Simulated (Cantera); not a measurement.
An isothermal, constant-pressure homogeneous reactor starts with 0.546 % CO, 5.36 % O2, 0.0339 % H2O, 94.1 % N2, at 1425 K and 101000 Pa.

Cantera simulation using GRI-Mech 3.0 (53 species, 325 reactions); the numbers are that mechanism's predictions, not measurements.

One state of this run: x CO = 3.62e-8; x O2 = 0.0510; x H2O = 0.000339; x NO = 3.01e-6; x OH = 1.61e-6; x H = 2.14e-10. x: mole fraction; the columns are a selection and need not sum to one.

**Question.** Which value of t (s) does it belong to?
(A) 0.0363
(B) 7.83
(C) 4.40e-5
(D) 0.000169

**Answer.** B, 7.83
